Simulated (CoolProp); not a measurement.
A Linde-Hampson liquefier for ethylene: isothermal reversible compression at 320 K from 1 atm to 10 MPa, throttling to 1 atm, return gas leaving the recuperator 2 K below the feed. Each further row changes one setting.

The numbers come from the reference Helmholtz-energy equation of state, Smukala 2000 in CoolProp.

```json
[
 {"case": "as stated", "liquid yield per pass": "___", "compression work (kJ/kg of gas)": "386"},
 {"case": "high pressure 20 MPa", "liquid yield per pass": "0.414", "compression work (kJ/kg of gas)": "___"},
 {"case": "warm-end temperature 350 K", "liquid yield per pass": "___", "compression work (kJ/kg of gas)": "___"},
 {"case": "warm-end gap 7 K", "liquid yield per pass": "___", "compression work (kJ/kg of gas)": "386"}
]
```

Question: Complete the blanks.

Answer: 
- as stated, liquid yield per pass: 0.317
- high pressure 20 MPa, compression work (kJ/kg of gas): 418
- warm-end temperature 350 K, liquid yield per pass: 0.197
- warm-end temperature 350 K, compression work (kJ/kg of gas): 440
- warm-end gap 7 K, liquid yield per pass: 0.309
